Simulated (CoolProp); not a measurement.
Vapour pressure (MPa) of octamethylcyclotetrasiloxane (D4): the reference equation beside estimates from Tc = 313.4 °C, pc = 1.347 MPa, ω = 0.598.

The numbers come from the reference Helmholtz-energy equation of state, Thol 2015 in CoolProp.

```tsv
T (°C)	reference	van der Waals	Redlich-Kwong	Soave-Redlich-Kwong	Peng-Robinson
121.25	0.01971	0.2194	0.08317	0.01977	0.02042
139.85	0.03673	0.2784	0.1238	0.03676	0.03748
158.55	0.06404	0.3473	0.1775	0.06414	0.06475
177.25	0.1053	0.4263	0.2459	0.1057	0.1059
195.95	0.1647	0.5160	0.3308	0.1661	0.1655
214.65	0.2471	0.6167	0.4341	0.2505	0.2486
233.25	0.3573	0.7283	0.5567	0.3638	0.3604
251.95	0.5028	0.8524	0.7014	0.5136	0.5086
270.65	0.6907	0.9886	0.8694	0.7062	0.7002
289.35	0.9313	1.137	1.062	0.9490	0.9435
```

Absolute difference from the reference over all 10 rows, mean and median: van der Waals 302.0 and 181.4 %, Redlich-Kwong 118.1 and 88.3 %, Soave-Redlich-Kwong 1.1 and 1.1 %, Peng-Robinson 1.3 and 1.1 %.
